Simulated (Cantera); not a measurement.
**Hydrocarbon pyrolysis for carbon deposition**

A perfectly stirred reactor is fed with CH₄ : N₂ = 1 : 3.8 (molar parts), at 0.00168 atm; it is held at 1423 K, and followed from long to short residence time.

Model: GRI-Mech 3.0 (53 species, 325 reactions), integrated in Cantera. GRI-Mech 3.0 stops at C3 and has no aromatics, soot or wall deposition, so with more carbon than oxygen in the feed, carbon stays in small species such as C2H2 where larger ones or solid carbon would form. Radical loss at walls, strong at low pressure, is not modelled.

```csv
τ (s),x CH₄,x H,x CH₃,x C₂H₄,x C₂H₂
27,0.167,5.61e-6,0.000361,0.00240,0.0147
3.7,0.206,1.77e-7,0.000207,0.000549,0.000209
0.51,0.208,7.64e-9,3.17e-5,2.36e-6,7.42e-8
0.072,0.208,5.75e-9,4.51e-6,6.87e-9,2.75e-11
0.0099,0.208,5.62e-9,6.16e-7,1.66e-11,<1e-12
0.0014,0.208,5.07e-9,8.29e-8,<1e-12,<1e-12
0.00019,0.208,2.92e-9,9.01e-9,<1e-12,<1e-12
```
x: mole fraction; the columns are a selection and need not sum to one.
